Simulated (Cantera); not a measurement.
# toluene + CO2 + H2 (carbon deposition, reforming and gasification)

A closed system holds: 1 mol toluene, 2 mol CO2, 30 mol H2, held at 63.0 mbar.

Equilibrium computed with Cantera from the NASA thermochemical tables; the gas is ideal and each condensed phase is pure. Candidate condensed phases: C, C6H6, C7H8, C8H18, H2O; 110 gas species. Kinetics and transport are ignored.

| T (°C) | x H2 | x H | x CO | x C2H2 (acetylene) | x C2H | n C(graphite) |
|---|---|---|---|---|---|---|
| 1625 | 0.892 | 0.00294 | 0.105 | 0.000335 | 1.44e-8 | 4.97 |
| 1675 | 0.890 | 0.00425 | 0.105 | 0.000480 | 3.57e-8 | 4.96 |
| 1725 | 0.888 | 0.00602 | 0.105 | 0.000673 | 8.49e-8 | 4.95 |
| 1775 | 0.886 | 0.00840 | 0.105 | 0.000929 | 1.93e-7 | 4.93 |
| 1825 | 0.883 | 0.0115 | 0.105 | 0.00126 | 4.23e-7 | 4.90 |
| 1875 | 0.878 | 0.0156 | 0.104 | 0.00168 | 8.90e-7 | 4.87 |
| 1925 | 0.873 | 0.0207 | 0.104 | 0.00221 | 1.81e-6 | 4.83 |
| 1975 | 0.866 | 0.0272 | 0.104 | 0.00287 | 3.56e-6 | 4.78 |
| 2025 | 0.858 | 0.0353 | 0.103 | 0.00367 | 6.79e-6 | 4.71 |
| 2075 | 0.847 | 0.0453 | 0.103 | 0.00463 | 1.26e-5 | 4.64 |
| 2125 | 0.835 | 0.0573 | 0.102 | 0.00577 | 2.27e-5 | 4.54 |
| 2175 | 0.820 | 0.0718 | 0.101 | 0.00709 | 3.98e-5 | 4.43 |
| 2225 | 0.802 | 0.0889 | 0.101 | 0.00860 | 6.82e-5 | 4.30 |
| 2275 | 0.781 | 0.109 | 0.0995 | 0.0103 | 0.000114 | 4.15 |
x: gas mole fraction; n: condensed amount in mol.

From 1625 °C to 2275 °C the condensed part is C(graphite). The main C-bearing gas is CO throughout. The share of C in condensed phases is highest at 1625 °C (55.3 %) and lowest at 2275 °C (46.1 %).
